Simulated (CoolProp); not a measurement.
o-xylene at 293.15 K and 10.8 MPa flows at 5.7 m/s in a round tube of 4.6 mm bore and 15 µm roughness, fully developed (64/Re and Nu = 3.66 if laminar; Colebrook and Gnielinski if turbulent). Each further row changes one setting.

Model: reference Helmholtz-energy equation of state, Zhou 2012, in CoolProp.

| case | Reynolds number | Darcy friction factor | pressure drop (Pa/m) | heat-transfer coefficient (W/(m² K)) | mass flow (kg/h) |
|---|---|---|---|---|---|
| as stated | 26200 | 0.0309 | 96800 | 7750 | … |
| velocity 11.4 m/s | 52300 | … | … | 15200 | … |
| diameter 9.2 mm | 52300 | … | 40000 | 7020 | … |

Q: Some entries are withheld; supply them.

A: 
- as stated, mass flow (kg/h): 303
- velocity 11.4 m/s, Darcy friction factor: 0.0290
- velocity 11.4 m/s, pressure drop (Pa/m): 364000
- velocity 11.4 m/s, mass flow (kg/h): 605
- diameter 9.2 mm, Darcy friction factor: 0.0255
- diameter 9.2 mm, mass flow (kg/h): 1210

Viscosity comes from a separate model (Cao 2016). Thermal conductivity comes from a separate model (Mylona 2014).
